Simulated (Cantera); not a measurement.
Feed: 1 mol FeS2, 0.91 mol SO3, 7.8 mol H2O, held at 702 °C and 165 Torr.

Method: chemical equilibrium by Gibbs-energy minimisation in Cantera with the NASA 1993 tables (ideal gas, pure condensed phases). Candidate condensed phases: Fe, FeO, Fe(OH)2, Fe(OH)3, FeS, FeSO4, FeS2, Fe2O3, Fe2(SO4)3, Fe3O4, H2O, H2SO4, S; 22 gas species. FeS: taken at fixed stoichiometry. Gases not in the tables: S3 to S7. The numbers say what is thermodynamically allowed, not how fast it happens.

Base state: H2O 0.806, SO2 0.157, H2S 0.0217, S2 0.0117, H2 0.00239, S2O 0.000570 (mole fractions); condensed: FeS(s).

**Question.** What changes in the equilibrium state with this change: FeS2 replaced by MgO?

**Answer.** 
| species | before | after |
|---|---|---|
| H2O | 0.806 | 0.999 |
| SO2 | 0.157 | 0.000528 |
| O2 | <1e-9 | 0.000264 |
| H2S | 0.0217 | <1e-9 |
| S2 | 0.0117 | <1e-9 |
| S2O | 0.000570 | <1e-9 |
| H2 | 0.00239 | 5.33e-9 |
| FeS(s), mol | 1.00 | 0 |
| MgO(s), mol | 0 | 0.0942 |
| MgSO4(s), mol | 0 | 0.906 |
Further candidate phases: Mg, MgO, Mg(OH)2, MgS, MgSO4.
